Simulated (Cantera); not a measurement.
Feed: 1 mol SiH4, 42 mol N2O, 97 mol N2, 9.4 mol O2, equilibrated at 1300 K and 14.0 Pa.

Cantera equilibrium calculation (NASA polynomials, part measured and part estimated; ideal gas, pure solids and liquids). Candidate condensed phases: H2O, Si, SiO2, Si2N2O, Si3N4; 35 gas species. The tables hold silica as quartz up to 1696 K and as liquid above; real silica turns to tridymite and cristobalite and melts near 1996 K. The numbers say what is thermodynamically allowed, not how fast it happens.

Base state: N2 0.820, O2 0.167, H2O 0.0118, NO 0.000361, OH 3.13e-5 (mole fractions); condensed: SiO2(β-quartz).

**Question.** What changes in the equilibrium state with this change: SiH4 replaced by HMDSO?

**Answer.** 
| species | before | after |
|---|---|---|
| N2 | 0.820 | 0.806 |
| O2 | 0.167 | 0.107 |
| H2O | 0.0118 | 0.0522 |
| CO2 | 0 | 0.0348 |
| OH | 3.13e-5 | 5.88e-5 |
| NO | 0.000361 | 0.000285 |
| SiO2(β-quartz), mol | 1.00 | 2.00 |
The feed counts by its element totals alone. Further candidate phases: C, C6H6, C7H8, C8H18, SiC.
